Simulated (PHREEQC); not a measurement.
**Alkaline etch or developer: an equilibrium model**

Dissolve 0.091 mol/kgw KOH and 5.2e-06 mol/kgw H4SiO4 at 64 °C. Closed to the air; pH follows from the charge balance.

Equilibrium calculation in PHREEQC: ion-association model, wateq4f.dat.

```yaml
pH: 11.78
ionic_strength: 0.0910 mol/kgw
total_alkalinity: 91.0 meq/kg
```

```csv
species,molality,activity,log γ
K+,0.0910,0.0688,-0.121
OH-,0.0910,0.0686,-0.123
H3SiO4-,3.18e-6,2.42e-6,-0.118
H2SiO4-2,2.01e-6,7.46e-7,-0.430
H4SiO4,9.18e-9,9.38e-9,0.009
```

This is a speciation only: nothing precipitates in the calculation. Species that the database lacks are ignored. Away from 25 °C the constants follow the database's enthalpies or fits; those with neither stay at their 25 °C values.
